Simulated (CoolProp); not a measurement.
A closed Brayton cycle with nitrogen: compressor inlet 327.15 K and 4.7 MPa, high pressure 15.1 MPa, turbine inlet 865 K, compressor efficiency 0.89, turbine efficiency 0.9, recuperator effectiveness 0.95 (on enthalpy, no pinch check). Each further row changes one setting.

Computed with CoolProp (reference Helmholtz-energy equation of state, Span 2000).

```json
[
 {"case": "as stated", "thermal efficiency (%)": "33.1", "net work (kJ/kg)": "83.8", "compressor to turbine work": "0.65", "compressor exit (K)": "474.5", "turbine exit (K)": "656.2"},
 {"case": "turbine inlet 815 K", "thermal efficiency (%)": "29.4", "net work (kJ/kg)": "69.8", "compressor to turbine work": "0.69", "compressor exit (K)": "474.5", "turbine exit (K)": "616.4"},
 {"case": "compressor inlet 337.15 K", "thermal efficiency (%)": "31.3", "net work (kJ/kg)": "78.8", "compressor to turbine work": "0.67", "compressor exit (K)": "488.7", "turbine exit (K)": "656.2"},
 {"case": "high pressure 12.8 MPa", "thermal efficiency (%)": "35.2", "net work (kJ/kg)": "79.6", "compressor to turbine work": "0.62", "compressor exit (K)": "450.6", "turbine exit (K)": "682.4"},
 {"case": "recuperator effectiveness 0.5", "thermal efficiency (%)": "24.5", "net work (kJ/kg)": "83.8", "compressor to turbine work": "0.65", "compressor exit (K)": "474.5", "turbine exit (K)": "656.2"}
]
```
